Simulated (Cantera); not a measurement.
Feed: 1 mol Si₂H₆, 24 mol N₂, at 1373 K and 0.00133 bar.

Method: chemical equilibrium by Gibbs-energy minimisation in Cantera with the NASA 1993 tables (ideal gas, pure condensed phases). Candidate condensed phases: Si, Si₃N₄; 18 gas species. The feed counts by its element totals alone. N₂ is the only nitrogen source here; it is nearly inert below about 1500 K, so the nitride shown seldom forms there in practice. Kinetics and transport are ignored.

Base state: N₂ 0.883, H₂ 0.117, H 3.12e-5 (mole fractions); condensed: Si₃N₄(s).

Question: What changes in the equilibrium state with this change: temperature from 1373 K to 1773 K?

Answer: 
```tsv
species	before	after
N₂	0.883	0.886
H₂	0.117	0.109
H	3.12e-5	0.00258
Si	5.51e-9	0.00160
Si₂N	<1e-9	4.37e-5
SiN	<1e-9	2.64e-5
SiH	<1e-9	2.38e-5
Si₃N₄(s), mol	0.667	0
Si(l), mol	0	1.95
```
The tables' values for SiN are old estimates; treat these amounts as uncertain.
